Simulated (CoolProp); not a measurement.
1-butene at several states: fugacity coefficient from the reference equation and from simpler models built on Tc = 419.3 K, pc = 4.006 MPa, ω = 0.192; each cubic takes its own stable root.

Model: reference Helmholtz-energy equation of state, Lemmon 2005, in CoolProp. It is a short technical equation, of lower accuracy than the large ones.

```json
[
 {"T (K)": "338.3", "p (MPa)": "0.0187", "phase": "gas", "reference": "0.9967", "van der Waals": "0.9977", "Soave-Redlich-Kwong": "0.9969", "Peng-Robinson": "0.9967"},
 {"T (K)": "516.5", "p (MPa)": "14.4", "phase": "supercritical", "reference": "0.5513", "van der Waals": "0.5298", "Soave-Redlich-Kwong": "0.5892", "Peng-Robinson": "(withheld)"},
 {"T (K)": "502.9", "p (MPa)": "15", "phase": "supercritical", "reference": "0.5066", "van der Waals": "(withheld)", "Soave-Redlich-Kwong": "(withheld)", "Peng-Robinson": "0.5031"},
 {"T (K)": "256.4", "p (MPa)": "0.313", "phase": "liquid", "reference": "0.2070", "van der Waals": "0.9278", "Soave-Redlich-Kwong": "0.2063", "Peng-Robinson": "0.2094"},
 {"T (K)": "444.2", "p (MPa)": "1.66", "phase": "gas", "reference": "0.8832", "van der Waals": "0.8940", "Soave-Redlich-Kwong": "0.8860", "Peng-Robinson": "(withheld)"},
 {"T (K)": "216.4", "p (MPa)": "0.014", "phase": "liquid", "reference": "(withheld)", "van der Waals": "0.9953", "Soave-Redlich-Kwong": "(withheld)", "Peng-Robinson": "0.6103"}
]
```

Question: Complete the blanks.

Answer: 
- 516.5, Peng-Robinson: 0.5467
- 502.9, van der Waals: 0.4982
- 502.9, Soave-Redlich-Kwong: 0.5438
- 444.2, Peng-Robinson: 0.8732
- 216.4, reference: 0.5844
- 216.4, Soave-Redlich-Kwong: 0.5745

At some of these states van der Waals gives the other phase, because its saturation line lies elsewhere.
